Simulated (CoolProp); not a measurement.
Properties of normal hydrogen along the isotherm 31.5 K (Tc = 33.1 K, pc = 1296 kPa, ω = -0.219).

Model: reference Helmholtz-energy equation of state, Leachman 2009, in CoolProp.

```json
[
 {"p (kPa)": "810", "phase": "gas", "isothermal compressibility (1/MPa)": "2.030", "fugacity coefficient": "0.7715"},
 {"p (kPa)": "1620", "phase": "liquid", "isothermal compressibility (1/MPa)": "0.1060", "fugacity coefficient": "0.4862"},
 {"p (kPa)": "2430", "phase": "liquid", "isothermal compressibility (1/MPa)": "0.05989", "fugacity coefficient": "0.3617"},
 {"p (kPa)": "3240", "phase": "liquid", "isothermal compressibility (1/MPa)": "0.04292", "fugacity coefficient": "0.3010"},
 {"p (kPa)": "4050", "phase": "liquid", "isothermal compressibility (1/MPa)": "0.03385", "fugacity coefficient": "0.2663"},
 {"p (kPa)": "4860", "phase": "liquid", "isothermal compressibility (1/MPa)": "0.02814", "fugacity coefficient": "0.2447"},
 {"p (kPa)": "5670", "phase": "liquid", "isothermal compressibility (1/MPa)": "0.02417", "fugacity coefficient": "0.2308"},
 {"p (kPa)": "6480", "phase": "liquid", "isothermal compressibility (1/MPa)": "0.02125", "fugacity coefficient": "0.2218"},
 {"p (kPa)": "7290", "phase": "liquid", "isothermal compressibility (1/MPa)": "0.01899", "fugacity coefficient": "0.2162"},
 {"p (kPa)": "8100", "phase": "liquid", "isothermal compressibility (1/MPa)": "0.01720", "fugacity coefficient": "0.2130"},
 {"p (kPa)": "8910", "phase": "liquid", "isothermal compressibility (1/MPa)": "0.01573", "fugacity coefficient": "0.2118"},
 {"p (kPa)": "9720", "phase": "liquid", "isothermal compressibility (1/MPa)": "0.01451", "fugacity coefficient": "0.2120"},
 {"p (kPa)": "10500", "phase": "liquid", "isothermal compressibility (1/MPa)": "0.01352", "fugacity coefficient": "0.2135"},
 {"p (kPa)": "11300", "phase": "liquid", "isothermal compressibility (1/MPa)": "0.01263", "fugacity coefficient": "0.2160"},
 {"p (kPa)": "12200", "phase": "liquid", "isothermal compressibility (1/MPa)": "0.01178", "fugacity coefficient": "0.2200"},
 {"p (kPa)": "13000", "phase": "liquid", "isothermal compressibility (1/MPa)": "0.01111", "fugacity coefficient": "0.2245"}
]
```
